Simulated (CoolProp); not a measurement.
Properties of fluoroethane (R161) along the isotherm 176.85 °C.

Values from CoolProp's reference Helmholtz-energy equation of state, Wu 2012.

| p (MPa) | phase | speed of sound (m/s) | Joule-Thomson coefficient (K/MPa) | isothermal compressibility (1/MPa) | expansivity (1/kK) |
|---|---|---|---|---|---|
| 0.556 | gas | 289.6 | 6.030 | 1.839 | 2.390 |
| 1.11 | gas | 284.7 | 6.096 | 0.9425 | 2.574 |
| 1.67 | gas | 279.7 | 6.160 | 0.6419 | 2.780 |
| 2.22 | gas | 274.8 | 6.220 | 0.4951 | 3.005 |
| 2.78 | gas | 269.8 | 6.275 | 0.4061 | 3.260 |
| 3.33 | gas | 265.0 | 6.323 | 0.3485 | 3.540 |
| 3.89 | gas | 260.1 | 6.363 | 0.3072 | 3.858 |
| 4.44 | gas | 255.3 | 6.393 | 0.2773 | 4.208 |
| 5 | gas | 250.6 | 6.410 | 0.2542 | 4.608 |
